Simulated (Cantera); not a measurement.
An adiabatic, constant-pressure homogeneous reactor starts with H2 : O2 : N2 = 1 : 0.312 : 2.53 (molar parts), equivalence ratio 1.6, at 1823 K and 0.910 bar. Integrator tolerance rtol = 1e-08.

Computed with Cantera and GRI-Mech 3.0 (53 species, 325 reactions).

### Question
What does this change do: initial temperature 1823 to 1325 K?

### Answer
```json
[
 {"quantity": "time of steepest temperature rise", "before": "9.54 µs", "after": "45.5 µs"},
 {"quantity": "temperature at 2.00 s", "before": "2724 K", "after": "2428 K"},
 {"quantity": "equilibrium temperature", "before": "2724 K", "after": "2428 K"},
 {"quantity": "x(H2) at 2.00 s", "before": "0.103 (gas-phase equilibrium 0.103)", "after": "0.104 (gas-phase equilibrium 0.104)"},
 {"quantity": "x(O2) at 2.00 s", "before": "0.000707 (gas-phase equilibrium 0.000707)", "after": "5.28e-5 (gas-phase equilibrium 5.28e-5)"},
 {"quantity": "x(H2O) at 2.00 s", "before": "0.161 (gas-phase equilibrium 0.161)", "after": "0.174 (gas-phase equilibrium 0.174)"},
 {"quantity": "x(H) at 2.00 s", "before": "0.0211 (gas-phase equilibrium 0.0211)", "after": "0.00618 (gas-phase equilibrium 0.00618)"},
 {"quantity": "x(NO2) at 2.00 s", "before": "7.20e-8 (gas-phase equilibrium 7.20e-8)", "after": "4.43e-9 (gas-phase equilibrium 4.43e-9)"},
 {"quantity": "x(NO) at 2.00 s", "before": "0.00182 (gas-phase equilibrium 0.00182)", "after": "0.000305 (gas-phase equilibrium 0.000305)"}
]
```

### Question
What does this change do: pressure from 0.910 bar to 1.60 bar?

### Answer
| quantity | before | after |
|---|---|---|
| time of steepest temperature rise | 9.54 µs | 5.52 µs |
| temperature at 2.00 s | 2724 K | 2757 K |
| equilibrium temperature | 2724 K | 2757 K |
| x(H2) at 2.00 s | 0.103 (gas-phase equilibrium 0.103) | 0.103 (gas-phase equilibrium 0.103) |
| x(O2) at 2.00 s | 0.000707 (gas-phase equilibrium 0.000707) | 0.000533 (gas-phase equilibrium 0.000533) |
| x(H2O) at 2.00 s | 0.161 (gas-phase equilibrium 0.161) | 0.163 (gas-phase equilibrium 0.163) |
| x(H) at 2.00 s | 0.0211 (gas-phase equilibrium 0.0211) | 0.0180 (gas-phase equilibrium 0.0180) |
| x(NO2) at 2.00 s | 7.20e-8 (gas-phase equilibrium 7.20e-8) | 7.35e-8 (gas-phase equilibrium 7.35e-8) |
| x(NO) at 2.00 s | 0.00182 (gas-phase equilibrium 0.00182) | 0.00166 (gas-phase equilibrium 0.00166) |
